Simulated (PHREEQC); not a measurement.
Consider water at 55 °C with 0.015 mol FeCl3 and 6.1e-05 mol NaHCO3 per kg of water. Closed to the air; pH follows from the charge balance.

All values are PHREEQC results (ion-association model, phreeqc.dat), not measurements.

No solid was allowed to form.

Question: Predict the pH, ionic strength.

Answer: pH 2.10; ionic strength 0.0688 mol/kgw.

Question: In which forms is Fe present?

Answer: FeOH+2 35 %, Fe2(OH)2+4 22 %, FeCl+2 20 %, Fe+3 18 %, Fe(OH)2+ 2.1 %, Fe3(OH)4+5 1.2 % of the Fe.

Examples of supersaturated solids here: Hematite (slow to form), Goethite (slow to form). Others may be too. Complexes and solids missing from the database can't appear. Constants without temperature data keep their 25 °C values here.
